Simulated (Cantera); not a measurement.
Input: 1 mol MgCO3, 0.088 mol SO3, 0.92 mol O2, equilibrated at 750 Torr.

Equilibrium computed with Cantera from the NASA thermochemical tables; the gas is ideal and each condensed phase is pure. Candidate condensed phases: C, Mg, MgCO3, MgO, MgS, MgSO4, S; 26 gas species. Mutual solubility and eutectic melting of coexisting phases are not modelled. Rates play no part.

Which condensed phases are stable at each of these points (T (°C)): 352, 427, 502, 577, 652, 727, 802, 877, 952, 1027, 1102?


```csv
T (°C),condensed phases,Mg condensed (%)
352,MgCO3(s) + MgO(s) + MgSO4(s),100.0
427,MgO(s) + MgSO4(s),100.0
502,MgO(s) + MgSO4(s),100.0
577,MgO(s) + MgSO4(s),100.0
652,MgO(s) + MgSO4(s),100.0
727,MgO(s) + MgSO4(s),100.0
802,MgO(s) + MgSO4(s),100.0
877,MgO(s) + MgSO4(s),100.0
952,MgO(s) + MgSO4(s),100.0
1027,MgO(s),100.0
1102,MgO(s),100.0
```

At 352 °C the condensed part is MgCO3(s) + MgO(s) + MgSO4(s). From 427 °C to 952 °C the condensed part is MgO(s) + MgSO4(s). From 1027 °C to 1102 °C the condensed part is MgO(s).
